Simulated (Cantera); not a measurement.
Input: 1 mol Nb2O5, 170 mol H2, 1.3 mol H2O, equilibrated at 12.0 Pa.

Cantera equilibrium calculation (NASA polynomials, part measured and part estimated; ideal gas, pure solids and liquids). Candidate condensed phases: H2O, Nb, NbO, NbO2, Nb2O5; 12 gas species. Condensed phases not in the tables: the oxides between NbO2 and Nb2O5. Equilibrium is a limit: real reactors are often held back by kinetics, nucleation or transport. All values below are at 1323 K.

Base state: H2 0.986, H2O 0.0134, H 0.000144 (mole fractions); condensed: NbO2(s).

What changes in the equilibrium state with this change: Nb2O5 replaced by SiO2?


```json
[
 {"species": "H2", "before": "0.986", "after": "0.992"},
 {"species": "H2O", "before": "0.0134", "after": "0.00759"},
 {"species": "H", "before": "0.000144", "after": "0.000144"},
 {"species": "NbO2(s), mol", "before": "2.00", "after": "0"},
 {"species": "SiO2(β-quartz), mol", "before": "0", "after": "0.999"}
]
```
The tables hold silica as quartz up to 1696 K and as liquid above; real silica turns to tridymite and cristobalite and melts near 1996 K. Further candidate phases: Si, SiO2.
